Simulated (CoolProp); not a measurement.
Properties of R142b along the isotherm 470 K (Tc = 410.3 K, pc = 4055 kPa, ω = 0.232).

Model: reference Helmholtz-energy equation of state, Lemmon 2006, in CoolProp. It is a short technical equation, of lower accuracy than the large ones.

| p (kPa) | phase | density (kg/m³) | cp (kJ/(kg K)) | isothermal compressibility (1/MPa) |
|---|---|---|---|---|
| 608 | gas | 16.17 | 1.104 | 1.702 |
| 1220 | gas | 33.65 | 1.129 | 0.8813 |
| 1820 | gas | 52.16 | 1.158 | 0.6160 |
| 2430 | gas | 72.65 | 1.194 | 0.4838 |
| 3040 | gas | 95.18 | 1.239 | 0.4080 |
| 3650 | gas | 120.2 | 1.296 | 0.3606 |
| 4260 | supercritical | 148.3 | 1.368 | 0.3298 |
| 4870 | supercritical | 180.1 | 1.460 | 0.3092 |
| 5470 | supercritical | 215.8 | 1.573 | 0.2944 |
| 6080 | supercritical | 257.2 | 1.713 | 0.2809 |
